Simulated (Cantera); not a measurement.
A closed system holds: 1 mol SiCl4, 0.99 mol Cl2, 15 mol H2, at 1323 K and 0.133 bar.

Cantera equilibrium calculation (NASA polynomials, part measured and part estimated; ideal gas, pure solids and liquids). Candidate condensed phases: Si; 19 gas species. The tables' values for SiCl3 are old estimates; treat these amounts as uncertain. Equilibrium is a limit: real reactors are often held back by kinetics, nucleation or transport.

Base state: H2 0.783, HCl 0.159, SiCl4 0.0278, SiCl2 0.0142, SiCl3 0.00851, SiHCl3 0.00696, SiH2Cl2 0.000250 (mole fractions); condensed: gas only.

**Question.** What changes in the equilibrium state with this change: temperature from 1323 K to 1250 K?

**Answer.** 
| species | before | after |
|---|---|---|
| H2 | 0.783 | 0.801 |
| HCl | 0.159 | 0.140 |
| SiCl4 | 0.0278 | 0.0392 |
| SiCl2 | 0.0142 | 0.00550 |
| SiCl3 | 0.00851 | 0.00549 |
| SiHCl3 | 0.00696 | 0.00796 |
| SiH2Cl2 | 0.000250 | 0.000220 |

**Question.** What changes in the equilibrium state with this change: SiCl4 replaced by Si?

**Answer.** 
| species | before | after |
|---|---|---|
| H2 | 0.783 | 0.911 |
| HCl | 0.159 | 0.0660 |
| SiCl2 | 0.0142 | 0.0131 |
| SiCl4 | 0.0278 | 0.00379 |
| SiCl3 | 0.00851 | 0.00301 |
| SiHCl3 | 0.00696 | 0.00266 |
| Si(s), mol | 0 | 0.638 |
